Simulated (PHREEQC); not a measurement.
A solution holds 0.035 mol AlCl3, 0.00035 mol HCl and 0.17 mol MgBr2 per kg of water, at 20 °C. Closed to the air; pH follows from the charge balance.

The numbers come from PHREEQC with the ion-association model, phreeqc.dat.

```csv
quantity,before,after
pH,3.37,3.57
ionic strength (mol/kgw),0.720,0.537
```

Name the change that produced these shifts.
(A) MgBr2 left out
(B) HCl from 0.00035 to 0.000385 mol/kgw
(C) AlCl3 replaced by CdCl2 at the same molality
(D) HCl left out
(E) temperature from 20 to 90 °C

C, AlCl3 replaced by CdCl2 at the same molality

Precipitation was switched off in this run. The ionic strength passes 0.7 mol/kgw, the rough limit of the ion-association models, in before.
